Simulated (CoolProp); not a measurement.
Model: reference Helmholtz-energy equation of state, Lemmon 2000, in CoolProp. It is a pseudo-pure fit of the blend.

Question: For dry air, give the phase and the cp (kJ/(kg K)), cv (kJ/(kg K)), Prandtl number at 787 K and 7.89 MPa; 399.8 K and 7.39 MPa.

Answer: 
- 787 K and 7.89 MPa: supercritical; cp 1.11, cv 0.812, Prandtl number 0.722
- 399.8 K and 7.39 MPa: supercritical; cp 1.07, cv 0.735, Prandtl number 0.723

Viscosity comes from a separate model (Lemmon 2004). Thermal conductivity comes from a separate model (Lemmon 2004).
